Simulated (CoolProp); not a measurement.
Hydrogen sulfide along the isotherm 201.7 K: Z from the reference equation and from simpler models built on Tc = 373.1 K, pc = 8.999 MPa, ω = 0.101; each cubic takes its own stable root.

Computed with CoolProp (reference Helmholtz-energy equation of state, Lemmon 2006). It is a short technical equation, of lower accuracy than the large ones.

```
p (MPa)   phase  reference
-------  ------  ---------
5.62     liquid     0.1174
11.2     liquid     0.2328
16.9     liquid     0.3497
```

Problem. How far does each simpler model (van der Waals, Redlich-Kwong, Soave-Redlich-Kwong, Peng-Robinson) lie from the reference over these 3 states: mean and median of the absolute difference, and the worst?

Solution. 
- van der Waals: mean 51.4 %, median 51.4 %, worst +52.1 % at 201.7 K and 5.62 MPa
- Redlich-Kwong: mean 3.3 %, median 3.3 %, worst +3.2 % at 201.7 K and 5.62 MPa
- Soave-Redlich-Kwong: mean 3.2 %, median 3.2 %, worst +3.2 % at 201.7 K and 5.62 MPa
- Peng-Robinson: mean 8.3 %, median 8.3 %, worst -8.4 % at 201.7 K and 5.62 MPa
